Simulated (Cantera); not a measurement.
Mixture: 6.18 % CH4, 3.03 % H2, 19.0 % O2, 71.7 % N2, at 750 Torr, adiabatic and at constant pressure. Ignition delay is the time to a rise of 400 K.

Cantera simulation using GRI-Mech 3.0 (53 species, 325 reactions); the numbers are that mechanism's predictions, not measurements.

### Question
At T0 = 1300 K, what is the delay, and which 6 reactions control it most (d ln τ / d ln k, from doubling and halving each rate constant)?

### Answer
The delay is 0.892 ms.
| reaction | d ln τ / d ln k | faster rate |
|---|---|---|
| H + O2 <=> O + OH | -1.17 | shortens it |
| CH4 + OH <=> CH3 + H2O | 0.47 | lengthens it |
| 2 CH3 (+M) <=> C2H6 (+M) | 0.40 | lengthens it |
| H2 + OH <=> H + H2O | -0.38 | shortens it |
| CH3 + HO2 <=> CH3O + OH | -0.27 | shortens it |
| CH4 + H <=> CH3 + H2 | 0.21 | lengthens it |
